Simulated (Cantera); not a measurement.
## Thermodynamics of carbon deposition, reforming and gasification, feed CH3OH + H2O

Charge: 1 mol CH3OH, a varied amount of H2O, held at 1902 °C and 0.00310 bar.

Cantera equilibrium calculation (NASA polynomials, part measured and part estimated; ideal gas, pure solids and liquids). Candidate condensed phases: C, C6H6, C7H8, C8H18, H2O; 110 gas species. The numbers say what is thermodynamically allowed, not how fast it happens.

From 0.23 mol H2O to 3.7 mol H2O nothing is condensed. The main C-bearing gas is CO throughout.

```
n(H2O) (mol)   x H2   x H2O   x CO     x H    x CO2      x OH
------------  -----  ------  -----  ------  -------  --------
0.23          0.572  0.0617  0.293  0.0663  0.00608  0.000961
0.3           0.561  0.0788  0.285  0.0657  0.00770   0.00124
0.38          0.550  0.0975  0.277  0.0650  0.00944   0.00155
0.49          0.535   0.122  0.265  0.0641   0.0116   0.00196
0.63          0.517   0.151  0.252  0.0630   0.0142   0.00247
0.81          0.496   0.185  0.237  0.0617   0.0170   0.00310
1             0.475   0.218  0.222  0.0605   0.0196   0.00372
1.3           0.447   0.264  0.202  0.0586   0.0230   0.00466
1.7           0.414   0.317  0.180  0.0564   0.0264   0.00580
2.2           0.380   0.372  0.157  0.0540   0.0295   0.00710
2.9           0.341   0.433  0.132  0.0512   0.0322   0.00873
3.7           0.307   0.488  0.111  0.0486   0.0339    0.0104
```
x: gas mole fraction; nothing condenses.
